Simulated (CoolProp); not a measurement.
Vapour-liquid equilibrium of R142b (1) + R113 (2) at 0.335 MPa; x and y are mole fractions of (1).

The numbers come from the multi-fluid Helmholtz-energy mixture model, Lemmon 2006 and Marx 1992; pair parameters Bell 2016 in CoolProp.

```csv
x,bubble temperature (°C),y at the bubble point,dew temperature at overall composition x (°C),liquid density (mol/L)
0.05,80.8,0.214,87.3,7.671
0.15,67.6,0.495,83.4,8.044
0.25,57.7,0.657,79.3,8.389
0.35,50.2,0.757,74.9,8.719
0.45,44.3,0.824,69.9,9.044
0.55,39.6,0.872,64.4,9.373
0.65,35.6,0.909,58.1,9.712
0.75,32.2,0.939,50.8,10.07
0.85,29.1,0.965,41.8,10.44
0.95,26.1,0.988,30.8,10.85
```

No azeotrope shows between x = 0.05 and 0.95.

Pair parameters are fitted to limited data, so mixtures are less certain than the pure fluids.
